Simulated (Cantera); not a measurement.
A perfectly stirred reactor is fed with CH₄ : C₂H₆ : C₃H₈ : O₂ : N₂ : H₂O = 1 : 1.4 : 0.11 : 13.5 : 104 : 15 (molar parts), at 203 Torr; it is adiabatic with a 498 K inlet, and is followed from long to short residence time, starting on the burning branch (τ in s: 0.056, 0.029, 0.015, 0.0081, 0.0043, 0.0022, 0.0012, 0.00062, 0.00033, 0.00017, 9e-05, 4.7e-05).

Detailed kinetics in Cantera: GRI-Mech 3.0 (53 species, 325 reactions).

What does this change do: 2.8 parts H2 added?


```tsv
quantity	before	after
state	not burning at any residence time tried	not reached
x(CH₄) at τ = 56.0 ms	0.00741	2.88e-5
x(C₂H₆) at τ = 56.0 ms	0.0104	9.07e-6
x(C₃H₈) at τ = 56.0 ms	0.000815	7.17e-7
x(CH₂O) at τ = 56.0 ms	<1e-12	5.16e-6
x(C₂H) at τ = 56.0 ms	<1e-12	8.75e-11
x(CH₄) at τ = 1.20 ms	0.00741	0.00726
x(C₂H₆) at τ = 1.20 ms	0.0104	0.0102
x(C₃H₈) at τ = 1.20 ms	0.000815	0.000798
x(CH₂O) at τ = 1.20 ms	<1e-12	<1e-12
x(C₂H) at τ = 1.20 ms	<1e-12	<1e-12
blow-out, bracketed by the residence times tried	not reached	burning at 8.10 ms, out at 4.30 ms
```
